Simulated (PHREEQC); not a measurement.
Dissolve 0.0024 mol/kgw HCl, 0.033 mol/kgw Al2(SO4)3 and 0.051 mol/kgw MnSO4 at 25 °C. Closed to the air; pH follows from the charge balance.

Computed with PHREEQC (ion-association model, phreeqc.dat).

Each row changes one thing in this solution. Precipitation was switched off in this run.

| case | pH | ionic strength (mol/kgw) | SO4-2 (mol/kgw) | HSO4- (mol/kgw) |
|---|---|---|---|---|
| as made | 3.10 | 0.212 | 0.0480 | 0.00143 |
| Al2(SO4)3 left out | 3.02 | 0.122 | 0.0294 | 0.00123 |
| temperature from 25 to 75 °C | 3.29 | 0.179 | 0.0400 | … |
| MnSO4 left out | 2.99 | 0.116 | 0.0259 | 0.00118 |
| diluted 5-fold with water | … | 0.0544 | 0.0132 | … |

**Question.** Fill in the missing entries.

**Answer.** 
- temperature from 25 to 75 °C, HSO4- (mol/kgw): 0.00262
- diluted 5-fold with water, pH: 3.56
- diluted 5-fold with water, HSO4- (mol/kgw): 0.000193

Complexes and solids missing from the database can't appear. Some of these states are supersaturated (in Gibbsite (slow to form), for instance). Away from 25 °C the constants follow the database's enthalpies or fits; those with neither stay at their 25 °C values.
